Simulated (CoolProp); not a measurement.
Dimethyl ether along the isobar 5520 kPa: fugacity coefficient from the reference equation and from simpler models built on Tc = 400.4 K, pc = 5337 kPa, ω = 0.196; each cubic takes its own stable root.

The numbers come from the reference Helmholtz-energy equation of state, Wu 2011 in CoolProp.

```tsv
T (K)	phase	reference	van der Waals	Redlich-Kwong	Soave-Redlich-Kwong
362	liquid	0.3953	0.5215	0.4392	0.4118
372.8	liquid	0.4607	0.5676	0.4998	0.4790
383.7	liquid	0.5295	0.6134	0.5612	0.5483
394.6	liquid	0.5987	0.6575	0.6205	0.6162
405.5	supercritical	0.6576	0.6954	0.6693	0.6714
416.3	supercritical	0.6909	0.7190	0.6982	0.7035
427.2	supercritical	0.7182	0.7388	0.7224	0.7303
438.1	supercritical	0.7416	0.7562	0.7436	0.7538
448.9	supercritical	0.7619	0.7717	0.7623	0.7746
459.8	supercritical	0.7801	0.7858	0.7793	0.7934
470.7	supercritical	0.7965	0.7987	0.7947	0.8104
481.5	supercritical	0.8111	0.8105	0.8086	0.8258
492.4	supercritical	0.8245	0.8215	0.8214	0.8400
503.3	supercritical	0.8367	0.8316	0.8332	0.8530
514.1	supercritical	0.8477	0.8409	0.8440	0.8648
525	supercritical	0.8579	0.8496	0.8540	0.8758
```
